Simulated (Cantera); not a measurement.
Feed: 1 mol toluene, 0.082 mol O₂, at 2448.15 K and 1.33 mbar.

These are equilibrium values from Cantera (NASA tables, ideal gas, pure condensed phases), not measurements of a reactor. Candidate condensed phases: C, C₆H₆, C₇H₈, C₈H₁₈, H₂O; 110 gas species. Equilibrium is a limit: real reactors are often held back by kinetics, nucleation or transport.

Problem. What is the equilibrium state?

Solution. 
- x(H₂): 0.556
- x(H): 0.407
- x(CO): 0.0314
- x(C₂H₂ (acetylene)): 0.00481
- x(C₂H): 0.000226
- x(C₃): 0.000163
- x(C): 6.03e-5
- x(C₄H₂): 1.72e-5
- x(C₂): 1.49e-5
- n(C(graphite)): 6.78 mol
- gas amount: 5.230 mol
